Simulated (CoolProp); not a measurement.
Vapour-liquid equilibrium of R143a (1) + R236FA (2) at 0.0865 bar; x and y are mole fractions of (1).

Values from CoolProp's multi-fluid Helmholtz-energy mixture model, Lemmon and Jacobsen 2000 and Pan 2012; pair parameters Bell 2016.

```
x      bubble temperature, mixture model (°C)  bubble temperature, Raoult's law (°C)  y, mixture model  y, Raoult's law
-----  --------------------------------------  -------------------------------------  ----------------  ---------------
0.05                                    -54.2                                  -55.0             0.366            0.400
0.125                                   -61.2                                  -62.2             0.650            0.679
0.2                                     -66.5                                  -67.4             0.789            0.806
0.275                                   -70.6                                  -71.4             0.865            0.875
0.35                                    -73.9                                  -74.5             0.910            0.915
0.425                                   -76.6                                  -77.1             0.938            0.940
0.5                                     -78.9                                  -79.2             0.957            0.958
0.575                                   -80.8                                  -81.1             0.970            0.970
0.65                                    -82.5                                  -82.7             0.979            0.979
0.725                                   -84.0                                  -84.1             0.986            0.986
0.8                                     -85.4                                  -85.4             0.991            0.991
0.875                                   -86.6                                  -86.6             0.995            0.995
0.95                                    -87.7                                  -87.7             0.998            0.998
```

The largest gap from Raoult's law is +1.0 K in bubble temperature, at x = 0.125. No azeotrope shows between x = 0.05 and 0.95.

The pair parameters rest on a limited set of measurements; away from them the model extrapolates.
